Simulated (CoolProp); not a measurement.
Values from CoolProp's reference Helmholtz-energy equation of state, Penoncello 2003.

Task: Give the vapour pressure (bar), liquid density (kg/m³), vapour density (kg/m³), enthalpy of vaporisation (kJ/kg) of saturated CHF3 (R23) at 194.4, 198.6, 227.8 K.

Result: 
```
T (K)  p (bar)  liquid density (kg/m³)  vapour density (kg/m³)  enthalpy of vaporisation (kJ/kg)
-----  -------  ----------------------  ----------------------  --------------------------------
194.4     1.22                    1430                    5.55                               237
198.6     1.53                    1420                    6.88                               233
227.8     5.76                    1290                    24.5                               205
```
